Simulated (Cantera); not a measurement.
A Cantera script and what it prints.

```python
import numpy as np
import cantera as ct

gas_names = """
    H HNO HNO2 HNO3 HO2 H2 H2O H2O2 N NH NH2 NH3 NH2OH NO NO2 NO3 N2 N2H2 N2H4 N2O O OH O2 O3 V VN VO
    VO2
""".split()
cond_names = """
    H2O(s) H2O(L) V(cr) V(L) VN(s) VO(s) VO(L) V2O3(s) V2O3(L) V2O4(I) V2O4(II) V2O4(L) V2O5(s) V2O5(L)
""".split()


# ... load() reads the species with a 1 bar reference pressure and builds the phases ...
atoms = {
    'V': {'V': 1},
    'N2O': {'N': 2, 'O': 1},
    'H2O': {'H': 2, 'O': 1},
}
top_T = {'VN(s)': 2300}  # K; cautious upper limits of use, not melting points


# ... equilibrate(T, P, feed) seeds the gas with the atoms and calls Mixture.equilibrate('TP', solver="vcs", rtol=1e-11, max_steps=5000) ...
results = []
feed = {'V': 1, 'N2O': 0.74, 'H2O': 0.089}  # mol
P = 133.322  # Pa
for T in [1423, 1523, 1623, 1723, 1823, 1923, 2023, 2123, 2223, 2323, 2423, 2523, 2623]:
    mix = equilibrate(T, P, feed)
    results.append((T, P, feed, dict(zip(mix.species_names, mix.species_moles))))
    x = sorted(zip(gas.X, gas.species_names), reverse=True)
    print(f"T = {T:g} K  P = {P:g} Pa  gas = {mix.phase_moles(0):.4g} mol")
    print("   x: " + "  ".join(f"{s} {v:.3e}" for v, s in x if v > 1e-05))
    print("   condensed (mol): " + ("  ".join(f"{mix.phase(i).name} {mix.phase_moles(i):.4g}"
          for i in range(1, mix.n_phases) if mix.phase_moles(i) > 1e-12) or "none"))
```

Result:

```
T = 1423 K  P = 133.322 Pa  gas = 0.7435 mol
   x: N2 8.803e-01  H2 1.196e-01  H2O 9.288e-05  H 6.291e-05
   condensed (mol): VN(s) 0.1711  VO(s) 0.8289
T = 1523 K  P = 133.322 Pa  gas = 0.7436 mol
   x: N2 8.802e-01  H2 1.195e-01  H 2.188e-04  H2O 7.338e-05
   condensed (mol): VN(s) 0.1711  VO(s) 0.8289
T = 1623 K  P = 133.322 Pa  gas = 0.7437 mol
   x: N2 8.800e-01  H2 1.193e-01  H 6.538e-04  H2O 5.925e-05
   condensed (mol): VN(s) 0.171  VO(s) 0.829
T = 1723 K  P = 133.322 Pa  gas = 0.7441 mol
   x: N2 8.795e-01  H2 1.187e-01  H 1.721e-03  H2O 4.863e-05
   condensed (mol): VN(s) 0.171  VO(s) 0.829
T = 1823 K  P = 133.322 Pa  gas = 0.7451 mol
   x: N2 8.784e-01  H2 1.174e-01  H 4.065e-03  VO 7.088e-05  H2O 4.032e-05  V 3.504e-05  VO2 1.052e-05
   condensed (mol): VN(s) 0.171  VO(s) 0.8289
T = 1923 K  P = 133.322 Pa  gas = 0.7475 mol
   x: N2 8.757e-01  H2 1.147e-01  H 8.736e-03  VO 4.207e-04  V 4.048e-04  VO2 3.678e-05  H2O 3.346e-05
   condensed (mol): VN(s) 0.1708  VO(s) 0.8286
T = 2023 K  P = 133.322 Pa  gas = 0.8398 mol
   x: N2 8.812e-01  H2 9.781e-02  H 1.627e-02  V 2.438e-03  VO 2.070e-03  VO2 1.676e-04  H2O 3.673e-05
   condensed (mol): V(cr) 0.1691  VO(s) 0.8269
T = 2123 K  P = 133.322 Pa  gas = 0.8575 mol
   x: N2 8.630e-01  H2 8.908e-02  H 2.933e-02  V 9.942e-03  VO 7.934e-03  VO2 6.774e-04  H2O 4.751e-05
   condensed (mol): V(cr) 0.1631  VO(L) 0.821
T = 2223 K  P = 133.322 Pa  gas = 0.9073 mol
   x: N2 8.156e-01  H2 7.415e-02  H 4.778e-02  V 3.491e-02  VO 2.528e-02  VO2 2.180e-03  H2O 5.232e-05
   condensed (mol): V(L) 0.1414  VO(L) 0.8021
T = 2323 K  P = 133.322 Pa  gas = 1.06 mol
   x: N2 6.979e-01  V 1.056e-01  VO 7.251e-02  H 6.696e-02  H2 5.041e-02  VO2 6.542e-03  H2O 4.764e-05  OH 1.052e-05
   condensed (mol): V(L) 0.06608  VO(L) 0.7382
T = 2423 K  P = 133.322 Pa  gas = 1.419 mol
   x: N2 5.216e-01  VO 1.896e-01  V 1.543e-01  H 7.615e-02  VO2 3.356e-02  H2 2.459e-02  O 6.913e-05  H2O 5.716e-05  OH 3.348e-05
   condensed (mol): VO(L) 0.4646
T = 2523 K  P = 133.322 Pa  gas = 1.9 mol
   x: N2 3.894e-01  VO 2.838e-01  V 1.664e-01  VO2 7.595e-02  H 7.440e-02  H2 9.554e-03  O 3.495e-04  OH 6.849e-05  H2O 4.134e-05  NO 2.889e-05
   condensed (mol): none
T = 2623 K  P = 133.322 Pa  gas = 1.91 mol
   x: N2 3.873e-01  VO 2.774e-01  V 1.685e-01  H 8.273e-02  VO2 7.764e-02  H2 5.144e-03  O 1.115e-03  OH 1.075e-04  NO 6.814e-05  H2O 2.821e-05  N 1.476e-05
   condensed (mol): none
```

Cantera equilibrium calculation (NASA polynomials, part measured and part estimated; ideal gas, pure solids and liquids). Each liquid is taken as pure. Mutual solubility and eutectic melting of coexisting phases are not modelled. VN, VO: taken at fixed stoichiometry. Condensed phases not in the tables: solid solutions among these carbides, nitrides and lower oxides, V2N, N, O or C dissolved in the metal.
